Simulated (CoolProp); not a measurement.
A closed Brayton cycle with nitrogen: compressor inlet 318.15 K and 6.1 MPa, high pressure 20.2 MPa, turbine inlet 650 K, compressor efficiency 0.89, turbine efficiency 0.85, recuperator effectiveness 0 (on enthalpy, no pinch check). Each further row changes one setting.

The numbers come from the reference Helmholtz-energy equation of state, Span 2000 in CoolProp.

| case | thermal efficiency (%) | net work (kJ/kg) | compressor to turbine work | compressor exit (K) | turbine exit (K) |
|---|---|---|---|---|---|
| as stated | 8.2 | 16.9 | 0.90 | 466.3 | 492.5 |
| turbine inlet 600 K | 2.1 | 3.15 | … | 466.3 | 453.1 |
| compressor inlet 328.15 K | 6.1 | 11.7 | 0.93 | … | 492.5 |
| high pressure 17.2 MPa | … | 21.5 | … | 443.4 | 511.0 |
| recuperator effectiveness 0.5 | 8.8 | 16.9 | 0.90 | 466.3 | 492.5 |

Task: Some entries are withheld; supply them.

Result: 
- turbine inlet 600 K, compressor to turbine work: 0.98
- compressor inlet 328.15 K, compressor exit (K): 480.7
- high pressure 17.2 MPa, thermal efficiency (%): 9.3
- high pressure 17.2 MPa, compressor to turbine work: 0.86
